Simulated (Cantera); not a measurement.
Charge: 1 mol SiH2Cl2, 1 mol NH3, 5.4 mol N2, at 3.80 mbar.

Cantera equilibrium calculation (NASA polynomials, part measured and part estimated; ideal gas, pure solids and liquids). Candidate condensed phases: NH4Cl, Si, Si3N4; 28 gas species. Rates play no part.

Over these rows the condensed part is Si3N4(s). Partial pressures as log10 of bar:

```
T (K)  1000/T (1/K)  log p SiCl4  log p N2  log p H2  log p HCl  log p SiCl2
-----  ------------  -----------  --------  --------  ---------  -----------
1325         0.7547        -5.23     -2.64     -3.17      -3.10        -4.84
1375         0.7273        -5.36     -2.64     -3.16      -3.11        -4.51
1425         0.7018        -5.56     -2.64     -3.14      -3.15        -4.24
1475         0.6780            ?     -2.64     -3.13      -3.19        -4.03
1525         0.6557        -6.14     -2.64     -3.11      -3.25        -3.87
1575         0.6349        -6.50     -2.63     -3.09      -3.32        -3.75
```

Question: Fit log p(SiCl4) = a + b·(1000/T) to the five rows, give the apparent enthalpy, and predict the row at 1475 K.

Answer: Means: 1000/T = 0.6949, log p = -5.758. Sxy = 0.105330, Sxx = 0.0098100, so b = 10.74 and a = -5.758 − (10.74)×0.6949 = -13.22.
Apparent enthalpy: −19.145 × (10.74) = -206 kJ/mol. With the condensed phases at unit activity, 2/3 N2(g) + 2 SiCl2(g) = SiCl4(g) + 1/3 Si3N4(s) links this pressure to the main gases: over the six rows their terms move log p by +2.19 in all, so the slope isn't that reaction's ΔH° alone. The five rows lie within 0.12 of the line; that is curvature, so one enthalpy describes this range poorly.
Prediction at 1475 K: -13.22 + (10.74)×0.6780 = -5.94. The computed value is -5.82, 0.12 from the line.
